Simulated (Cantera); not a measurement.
Predominance diagram of Mg at 600 K against the partial pressures of O2 and F2 (log10, bar). Standard-state values (1 bar) from the NASA 1993 polynomials, evaluated with Cantera. Candidates: Mg(s), MgF2(s), MgO(s). Only these pure phases compete in this equilibrium. Not in the tables: oxide halides.

### Question
Which phase is stable at these pairs, and which metal-bearing vapour leads over it? (-3.6, -16.3); (0, -4.8); (-39.6, -27.9); (0, 1); (-3.6, -22.1); (-39.6, -45.2); (-32.4, -27.9)

### Answer
```
log p(O2)  log p(F2)    phase  chief vapour  log p (bar)
---------  ---------  -------  ------------  -----------
-3.6           -16.3  MgF2(s)          MgF2        -24.4
0               -4.8  MgF2(s)          MgF2        -24.4
-39.6          -27.9  MgF2(s)          MgF2        -24.4
0                  1  MgF2(s)          MgF2        -24.4
-3.6           -22.1  MgF2(s)          MgF2        -24.4
-39.6          -45.2  MgF2(s)          MgF2        -24.4
-32.4          -27.9  MgF2(s)          MgF2        -24.4
```
